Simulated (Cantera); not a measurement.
Feed: 1 mol SiC, 0.02 mol Si, 0.73 mol H₂, at 2400 Torr.

Cantera equilibrium calculation (NASA polynomials, part measured and part estimated; ideal gas, pure solids and liquids). Candidate condensed phases: C, C₆H₆, C₇H₈, C₈H₁₈, Si, SiC; 87 gas species. Mutual solubility and eutectic melting of coexisting phases are not modelled. Gases not in the tables: Si₂H₆ and higher silanes. Kinetics and transport are ignored.

x: gas mole fraction; n: condensed amount in mol.

| T (°C) | x H₂ | x H | x Si | x C₂H₂ (acetylene) | x SiH | x Si₂C | n Si(l) | n SiC(s) |
|---|---|---|---|---|---|---|---|---|
| 2325 | 0.971 | 0.0210 | 0.00300 | 0.00140 | 0.00121 | 0.000547 | 0.0175 | 0.997 |
| 2350 | 0.968 | 0.0232 | 0.00356 | 0.00171 | 0.00139 | 0.000688 | 0.0173 | 0.997 |
| 2375 | 0.964 | … | … | … | … | … | 0.0170 | 0.996 |
| 2400 | 0.959 | 0.0281 | 0.00497 | 0.00252 | 0.00180 | 0.00107 | 0.0166 | 0.995 |
| 2425 | 0.954 | 0.0308 | 0.00584 | 0.00303 | 0.00204 | 0.00133 | 0.0163 | 0.994 |
| 2450 | 0.949 | 0.0337 | 0.00685 | 0.00364 | 0.00231 | 0.00165 | 0.0159 | 0.992 |
| 2475 | 0.943 | … | … | … | … | … | 0.0156 | 0.991 |
| 2500 | 0.936 | 0.0402 | 0.00932 | 0.00519 | 0.00293 | 0.00249 | 0.0152 | 0.989 |
| 2525 | 0.928 | 0.0438 | 0.0108 | 0.00616 | 0.00329 | 0.00305 | 0.0149 | 0.986 |

### Question
Complete the blanks.

### Answer

- 2375, x H: 0.0255
- 2375, x Si: 0.00422
- 2375, x C₂H₂ (acetylene): 0.00208
- 2375, x SiH: 0.00158
- 2375, x Si₂C: 0.000862
- 2475, x H: 0.0369
- 2475, x Si: 0.00800
- 2475, x C₂H₂ (acetylene): 0.00436
- 2475, x SiH: 0.00260
- 2475, x Si₂C: 0.00203
